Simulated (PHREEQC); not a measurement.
A solution holds 0.018 mol/kgw CuCl2, 0.0023 mol/kgw H2SO4 and 0.005 mol/kgw NaCl, at 85 °C. It is in equilibrium with CO2 at log p = -3.4 (atm). Otherwise closed; pH follows from the charge balance.

Equilibrium calculation in PHREEQC: ion-association model, phreeqc.dat.

```tsv
quantity	before	after
pH	2.49	4.35
ionic strength (mol/kgw)	0.0505	0.000651
Cl- (mol/kgw)	0.0352	0.000408
Cu+2 (mol/kgw)	0.0117	0.000177
CuCl+ (mol/kgw)	0.00560	1.97e-6
SO4-2 (mol/kgw)	0.000956	2.17e-5
SI of Halite (NaCl)	-5.56	-9.33
```

### Question
Name the change that produced these shifts.
A. 0.00066 mol/kgw NaHSO4 added
B. 0.032 mol/kgw HBr added
C. H2SO4 from 0.0023 to 0.00046 mol/kgw
D. diluted 100-fold with water

### Answer
D, diluted 100-fold with water

No solid was allowed to form. At this temperature some constants are extrapolated from 25 °C, and those without enthalpy data are left unchanged.
